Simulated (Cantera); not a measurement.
A closed system holds: 1 mol SiH2Cl2, 0.31 mol O2, 5.5 mol N2, at 725 °C and 0.00240 bar.

These are equilibrium values from Cantera (NASA tables, ideal gas, pure condensed phases), not measurements of a reactor. Candidate condensed phases: H2O, NH4Cl, Si, SiO2, Si2N2O, Si3N4; 47 gas species. N2 is the only nitrogen source here; it is nearly inert below about 1500 K, so the nitride shown seldom forms there in practice. Rates play no part.

Base state: N2 0.719, HCl 0.270, H2 0.00704, SiCl4 0.00352 (mole fractions); condensed: SiO2(β-quartz) + Si2N2O(s).

What changes in the equilibrium state with this change: temperature from 725 °C to 1727 °C?


```csv
species,before,after
N2,0.719,0.669
HCl,0.270,0.138
SiO,<1e-9,0.0754
SiCl2,4.78e-8,0.0442
Cl,1.32e-7,0.0154
H2,0.00704,0.0491
H,3.68e-9,0.00736
Si,<1e-9,0.000868
SiCl,<1e-9,0.000785
"SiO2(β-quartz), mol",0.0883,0
"Si2N2O(s), mol",0.443,0
```
The tables' values for SiCl, SiCl3 are old estimates; treat these amounts as uncertain.
